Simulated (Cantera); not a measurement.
A closed system holds: 1 mol MgSO4, 0.022 mol O2, held at 19.0 Pa.

Cantera equilibrium calculation (NASA polynomials, part measured and part estimated; ideal gas, pure solids and liquids). Candidate condensed phases: Mg, MgO, MgS, MgSO4, S; 14 gas species. Rates play no part.

**Question.** At 552 °C, list the 3 most abundant gas species with their mole fractions, and the condensed phases.

**Answer.** O2 1.000, SO2 7.05e-5, SO3 2.14e-5. Condensed: MgSO4(s).
